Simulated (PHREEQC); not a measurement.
Consider water at 25 °C with 1.5 mmol/kgw HF, 0.11 mmol/kgw CsF and 99 mmol/kgw (NH4)2SiF6. It is in equilibrium with CO2 at log p = -3.4 (atm). Otherwise closed; pH follows from the charge balance.

Model: ion-association model, wateq4f.dat, run in PHREEQC.

Problem. The ionic strength comes out as 0.298 mol/kgw. What activity coefficients do F-, SiF6-2, H+, HF2-, Cs+ get?

Solution. F- 0.67, SiF6-2 0.26, H+ 0.78, HF2- 0.67, Cs+ 0.73.

No solid was allowed to form. The solution is supersaturated, for example in Quartz (slow to form), Chalcedony (slow to form), so a real one may precipitate; this is no full list. SiF6-2 is the database's only silicon fluoride.
